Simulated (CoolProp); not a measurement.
Values from CoolProp's reference Helmholtz-energy equation of state, Lemmon 2006. It is a short technical equation, of lower accuracy than the large ones.

Q: Give the vapour pressure (bar), vapour density (kg/m³), liquid cp (kJ/(kg K)) of saturated carbonyl sulfide at 194.2, 293.1 K.

A: 
```tsv
T (K)	p (bar)	vapour density (kg/m³)	liquid cp (kJ/(kg K))
194.2	0.213	0.800	1.16
293.1	11.3	32.8	1.35
```
